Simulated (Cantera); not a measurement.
Charge: 1 mol Pb, 0.13 mol O2, 4.6 mol H2, at 902 °C and 1.60 bar.

Equilibrium computed with Cantera from the NASA thermochemical tables; the gas is ideal and each condensed phase is pure. Candidate condensed phases: H2O, Pb, PbO, PbO2, Pb3O4; 12 gas species. The numbers say what is thermodynamically allowed, not how fast it happens.

Task: What is the equilibrium state?

Result: 
* **x(H2)**: 0.943
* **x(H2O)**: 0.0565
* **x(Pb)**: 0.000272
* **n(Pb(l))**: 0.999 mol
* **gas amount**: 4.601 mol
* **log10 activity of PbO2(s) (absent)**: -16.70
